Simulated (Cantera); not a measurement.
Feed: 1 mol TiO₂, 2.1 mol C, 0.12 mol H₂, held at 1773.15 K and 1.33 mbar.

Method: chemical equilibrium by Gibbs-energy minimisation in Cantera with the NASA 1993 tables (ideal gas, pure condensed phases). Candidate condensed phases: C, C₆H₆, C₇H₈, C₈H₁₈, H₂O, Ti, TiC, TiO, TiO₂, Ti₂O₃, Ti₃O₅, Ti₄O₇; 113 gas species. Mutual solubility and eutectic melting of coexisting phases are not modelled. TiC, TiO: taken at fixed stoichiometry. Condensed phases not in the tables: solid solutions among these carbides, nitrides and lower oxides. Equilibrium is a limit: real reactors are often held back by kinetics, nucleation or transport.

Base state: CO 0.927, H₂ 0.0707, H 0.00207, CO₂ 1.61e-5 (mole fractions); condensed: TiC(s) + TiO(s).

**Question.** What changes in the equilibrium state with this change: pressure from 1.33 mbar to 1.90 bar?

**Answer.** 
| species | before | after |
|---|---|---|
| CO | 0.927 | 0.924 |
| H₂ | 0.0707 | 0.0758 |
| CO₂ | 1.61e-5 | 0.000300 |
| H | 0.00207 | 5.69e-5 |
| H₂O | 4.55e-6 | 9.15e-5 |
| TiC(s), mol | 0.550 | 0.640 |
| TiO(s), mol | 0.450 | 0 |
| Ti₂O₃(s), mol | 0 | 0.180 |
TiC: taken at fixed stoichiometry.
